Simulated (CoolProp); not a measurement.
Vapour pressure (bar) of isobutene: the reference equation beside estimates from Tc = 418.1 K, pc = 40.16 bar, ω = 0.193. Clausius-Clapeyron is anchored at 219.6 K with a constant enthalpy of vaporisation of 24.28 kJ/mol.

Model: reference Helmholtz-energy equation of state, Lemmon 2005, in CoolProp. It is a short technical equation, of lower accuracy than the large ones.

```
T (K)  reference  Lee-Kesler  Clausius-Clapeyron  van der Waals  Redlich-Kwong  Peng-Robinson
-----  ---------  ----------  ------------------  -------------  -------------  -------------
202.6    0.03316     0.03201             0.03404         0.8999        0.05811        0.03551
219.6     0.1039      0.1007              0.1039          1.546         0.1750         0.1081
236.6     0.2693      0.2631              0.2700          2.468         0.4327         0.2752
253.5     0.6003      0.5916              0.6147          3.705         0.9173         0.6061
270.5      1.198       1.190               1.268          5.320          1.740          1.201
287.5      2.179       2.179               2.400          7.347          3.016          2.176
304.5      3.681       3.696               4.231          9.825          4.864          3.672
321.5      5.852       5.887               7.025          12.79          7.403          5.842
338.4      8.834       8.889               11.06          16.25          10.72          8.838
355.4      12.84       12.91               16.71          20.26          14.98          12.88
372.4      18.05       18.12               24.31          24.85          20.24          18.15
```

Absolute difference from the reference over all 11 rows, mean and median: Lee-Kesler 1.2 and 0.6 %, Clausius-Clapeyron 13.3 and 10.1 %, van der Waals 580.1 and 237.2 %, Redlich-Kwong 40.9 and 38.4 %, Peng-Robinson 1.5 and 0.3 %.
